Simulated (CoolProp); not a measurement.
Vapour-liquid equilibrium of R143a (1) + propane (2) at -69.75 °C; x and y are mole fractions of (1).

The numbers come from the multi-fluid Helmholtz-energy mixture model, Lemmon and Jacobsen 2000 and Lemmon 2009; pair parameters Bell 2016 in CoolProp.

```csv
x,bubble pressure (MPa),y at the bubble point,dew pressure at overall composition x (MPa),liquid density (mol/L)
0.05,0.03212,0.260,0.02592,13.86
0.125,0.03829,0.411,0.02786,13.85
0.2,0.04122,0.473,0.03009,13.84
0.275,0.04254,0.503,0.03265,13.85
0.35,0.04310,0.519,0.03561,13.87
0.425,0.04333,0.529,0.03896,13.90
0.5,0.04343,0.537,0.04240,13.95
0.575,0.04344,0.546,0.04300,14.01
0.65,0.04327,0.561,0.04082,14.08
0.725,0.04275,0.586,0.03831,14.16
0.8,0.04156,0.627,0.03588,14.26
0.875,0.03919,0.699,0.03365,14.37
0.95,0.03487,0.833,0.03161,14.50
```

y crosses x between x = 0.5 and 0.575: the model has an azeotrope there.

The pair parameters rest on a limited set of measurements; away from them the model extrapolates. With so large a gap from Raoult's law the liquid may split in two, which this calculation doesn't test in full.
